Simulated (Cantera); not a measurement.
Feed: 1 mol CuO, 0.34 mol CH4, 0.064 mol CO, 1.2 mol C, equilibrated at 0.0430 bar.

Method: chemical equilibrium by Gibbs-energy minimisation in Cantera with the NASA 1993 tables (ideal gas, pure condensed phases). Candidate condensed phases: C, C6H6, C7H8, C8H18, Cu, CuO, Cu(OH)2, Cu2O, H2O; 113 gas species. Kinetics and transport are ignored.

Over these rows the condensed part is C(graphite) + Cu(l). Partial pressures as log10 of bar:

```tsv
T (K)	1000/T (1/K)	log p C2H2 (acetylene)	log p CO	log p H2	log p Cu
1600	0.6250	-6.34	-1.58	-1.78	-4.40
1700	0.5882	-5.91	-1.58	-1.78	-3.80
1800	0.5556	-5.54	-1.59	-1.78	-3.27
1900	0.5263	-5.21	-1.60	-1.79	-2.79
2000	0.5000	-4.94	-1.63	-1.83	-2.37
2100	0.4762	?	-1.70	-1.91	-1.98
```

**Question.** Fit log p(C2H2 (acetylene)) = a + b·(1000/T) to the five rows, give the apparent enthalpy, and predict the row at 2100 K.

**Answer.** Means: 1000/T = 0.5590, log p = -5.588. Sxy = -0.109790, Sxx = 0.0097705, so b = -11.24 and a = -5.588 − (-11.24)×0.5590 = 0.70.
Apparent enthalpy: −19.145 × (-11.24) = 215 kJ/mol. With the condensed phases at unit activity, 2 C(graphite) + H2(g) = C2H2 (acetylene)(g) links this pressure to the main gases: over the six rows their terms move log p by -0.13 in all, so the slope isn't that reaction's ΔH° alone. The five rows lie within 0.02 of the line.
Prediction at 2100 K: 0.70 + (-11.24)×0.4762 = -4.65. The computed value is -4.75, 0.10 from the line.
